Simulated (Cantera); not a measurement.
Cantera run:

```python
import numpy as np
import cantera as ct

gas_names = """
    H HI HO2 H2 H2O H2O2 I I2 O OH O2 O3
""".split()
cond_names = """
    H2O(s) H2O(L) I2(cr) I2(L)
""".split()


# ... load() reads the species with a 1 bar reference pressure and builds the phases ...
atoms = {
    'HI': {'H': 1, 'I': 1},
    'O2': {'O': 2},
    'H2': {'H': 2},
}
top_T = {}  # K; cautious upper limits of use, not melting points


# ... equilibrate(T, P, feed) seeds the gas with the atoms and calls Mixture.equilibrate('TP', solver="vcs", rtol=1e-11, max_steps=5000) ...
results = []
T = 848  # K
P = 133.322  # Pa
for m in [0.049, 0.075, 0.11, 0.18, 0.27, 0.41, 0.62, 0.95]:
    feed = {'HI': 1, 'O2': m, 'H2': 0.7}  # mol
    mix = equilibrate(T, P, feed)
    results.append((T, P, feed, dict(zip(mix.species_names, mix.species_moles))))

top = {s: max(r[3][s] / sum(r[3][g] for g in gas_names) for r in results) for s in gas_names}
cols = sorted((s for s in top if top[s] > 1e-06), key=lambda s: -top[s])[:7]
seen = [c for c in cond_names if any(r[3].get(c, 0) > 1e-12 for r in results)]
print("log10 of partial pressures in bar; condensed amounts in mol")
print(f"{'n(O2)':>10s}" + "".join(f"{s[:9]:>10s}" for s in cols + seen))
for T, P, feed, n in results:
    ng = sum(n[g] for g in gas_names)
    print(f"{feed['O2']:10.4g}" + "".join(f"{np.log10(max(n[s] / ng * P / 1e5, 1e-99)):10.3f}" for s in cols)
          + "".join(f"{n.get(c, 0):10.4g}" for c in seen))
```

It prints:

```
log10 of partial pressures in bar; condensed amounts in mol
     n(O2)       H2O        HI        H2        I2        O2         I
     0.049    -4.123    -3.172    -3.291    -4.640   -26.411    -4.295
     0.075    -3.938    -3.175    -3.325    -4.613   -25.975    -4.281
      0.11    -3.772    -3.180    -3.374    -4.574   -25.545    -4.262
      0.18    -3.559    -3.194    -3.490    -4.484   -24.887    -4.217
      0.27    -3.385    -3.222    -3.691    -4.340   -24.136    -4.144
      0.41    -3.209    -3.338    -4.244    -4.019   -22.678    -3.984
      0.62    -3.061    -7.495   -13.016    -3.562    -4.839    -3.756
      0.95    -3.134    -7.866   -13.674    -3.646    -3.670    -3.798
```

Cantera equilibrium calculation (NASA polynomials, part measured and part estimated; ideal gas, pure solids and liquids).
